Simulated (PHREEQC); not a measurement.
Make-up at 25 °C: 0.0018 mol/kgw NaCl, 0.012 mol/kgw HBr and 0.094 mol/kgw Na2B4O7. Closed to the air; pH follows from the charge balance.

Equilibrium calculation in PHREEQC: Pitzer model, pitzer.dat.

| Property | Value |
|---|---|
| pH | 9.12 |
| ionic strength | 0.217 mol/kgw |
| activity of water | 0.993 |
| osmotic coefficient | 0.854 |
| total alkalinity | 176 meq/kg |

```json
[
 {"species": "Na+", "molality": "0.190", "activity": "0.123", "log γ": "-0.189"},
 {"species": "B(OH)4-", "molality": "0.0886", "activity": "0.0570", "log γ": "-0.191"},
 {"species": "B(OH)3", "molality": "0.0790", "activity": "0.0752", "log γ": "-0.022"},
 {"species": "B3O3(OH)4-", "molality": "0.0336", "activity": "0.0169", "log γ": "-0.298"},
 {"species": "B4O5(OH)4-2", "molality": "0.0269", "activity": "0.00420", "log γ": "-0.807"},
 {"species": "Br-", "molality": "0.0120", "activity": "0.00848", "log γ": "-0.151"},
 {"species": "Cl-", "molality": "0.00180", "activity": "0.00128", "log γ": "-0.148"}
]
```

This is a speciation only: nothing precipitates in the calculation. Complexes and solids missing from the database can't appear.
